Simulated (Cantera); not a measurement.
Input: 1 mol FeS, 1.9 mol SO₃, 3 mol CO₂, equilibrated at 575 °C and 10.0 Torr.

These are equilibrium values from Cantera (NASA tables, ideal gas, pure condensed phases), not measurements of a reactor. Candidate condensed phases: C, Fe, Fe(CO)₅, FeO, FeS, FeSO₄, FeS₂, Fe₂O₃, Fe₂(SO₄)₃, Fe₃O₄, S; 25 gas species. FeS: taken at fixed stoichiometry. Gases not in the tables: S₃ to S₇. Rates play no part.

Base state: CO₂ 0.547, SO₂ 0.439, S₂ 0.0130, S₂O 0.000551, CO 0.000191, COS 7.60e-5 (mole fractions); condensed: FeS(s) + Fe₃O₄(s).

Problem. What changes in the equilibrium state with this change: temperature from 575 °C to 827 °C?

Solution. 
| species | before | after |
|---|---|---|
| CO₂ | 0.547 | 0.535 |
| SO₂ | 0.439 | 0.412 |
| S₂ | 0.0130 | 0.0441 |
| SO | 3.16e-6 | 0.000216 |
| CO | 0.000191 | 0.00714 |
| COS | 7.60e-5 | 0.000278 |
| FeS(s), mol | 0.341 | 0.118 |
| Fe₃O₄(s), mol | 0.220 | 0.294 |
Mutual solubility and eutectic melting of coexisting phases are not modelled.

Problem. What changes in the equilibrium state with this change: pressure from 10.0 Torr to 12000 Torr?

Solution. 
```csv
species,before,after
CO₂,0.547,0.559
SO₂,0.439,0.440
S₂,0.0130,0.000753
CO,0.000191,1.62e-5
S₂O,0.000551,0.000382
COS,7.60e-5,5.39e-5
"FeS(s), mol",0.341,0
"Fe₃O₄(s), mol",0.220,0.245
"FeS₂(s), mol",0,0.264
```

Problem. What changes in the equilibrium state with this change: SO₃ from 1.9 to 0.079 mol?

Solution. 
```tsv
species	before	after
CO₂	0.547	0.966
SO₂	0.439	0.0320
S₂	0.0130	0.00160
S₂O	0.000551	3.08e-5
CO	0.000191	0.000739
COS	7.60e-5	0.000103
FeS(s), mol	0.341	0.969
Fe₃O₄(s), mol	0.220	0.0102
```
